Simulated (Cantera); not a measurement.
# SiCl₄ + H₂ + HCl (chlorosilane synthesis and conversion)

Charge: 1 mol SiCl₄, 4.5 mol H₂, a varied amount of HCl, at 1323 K and 1350 Torr.

Equilibrium computed with Cantera from the NASA thermochemical tables; the gas is ideal and each condensed phase is pure. Candidate condensed phases: Si; 19 gas species. The tables' values for SiCl₃ are old estimates; treat these amounts as uncertain. Rates play no part.

| n(HCl) (mol) | x H₂ | x HCl | x SiCl₄ | x SiHCl₃ | x SiCl₃ | x SiCl₂ |
|---|---|---|---|---|---|---|
| 0.71 | 0.682 | 0.158 | 0.119 | 0.0261 | 0.00931 | 0.00397 |
| 0.96 | 0.662 | 0.184 | 0.120 | 0.0219 | 0.00794 | 0.00286 |
| 1.3 | 0.635 | 0.219 | 0.120 | 0.0176 | 0.00651 | 0.00194 |
| 1.7 | 0.604 | 0.258 | 0.118 | 0.0140 | 0.00530 | 0.00131 |
| 2.3 | 0.562 | 0.310 | 0.113 | 0.0103 | 0.00406 | 0.000801 |
| 3.1 | 0.513 | 0.371 | 0.105 | 0.00736 | 0.00303 | 0.000477 |
| 4.2 | 0.457 | 0.440 | 0.0954 | 0.00502 | 0.00219 | 0.000274 |
| 5.7 | 0.397 | 0.514 | 0.0842 | 0.00330 | 0.00154 | 0.000155 |
x: gas mole fraction; nothing condenses.

From 0.71 mol HCl to 5.7 mol HCl nothing is condensed. The main Si-bearing gas is SiCl₄ throughout.
